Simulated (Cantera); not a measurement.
A perfectly stirred reactor is fed with 0.552 % CH4, 99.4 % N2, at 1.00 atm; it is held at 1675 K, and followed from long to short residence time.

Cantera simulation using GRI-Mech 3.0 (53 species, 325 reactions); the numbers are that mechanism's predictions, not measurements. GRI-Mech 3.0 stops at C3 and has no aromatics, soot or wall deposition, so with more carbon than oxygen in the feed, carbon stays in small species such as C2H2 where larger ones or solid carbon would form.

Predict: x(CH4) at τ = 1.20 s; x(C2H2) at τ = 1.20 s; x(C2H6) at τ = 1.20 s; x(H2) at τ = 1.20 s; x(CH2) at τ = 1.20 s; x(CH4) at τ = 33.0 ms; x(C2H2) at τ = 33.0 ms; x(C2H6) at τ = 33.0 ms; x(H2) at τ = 33.0 ms; x(CH2) at τ = 33.0 ms.


* **x(CH4) at τ = 1.20 s**: 0.000713
* **x(C2H2) at τ = 1.20 s**: 0.00237
* **x(C2H6) at τ = 1.20 s**: 3.36e-7
* **x(H2) at τ = 1.20 s**: 0.00715
* **x(CH2) at τ = 1.20 s**: 2.28e-8
* **x(CH4) at τ = 33.0 ms**: 0.00304
* **x(C2H2) at τ = 33.0 ms**: 0.00109
* **x(C2H6) at τ = 33.0 ms**: 6.86e-6
* **x(H2) at τ = 33.0 ms**: 0.00352
* **x(CH2) at τ = 33.0 ms**: 9.10e-8
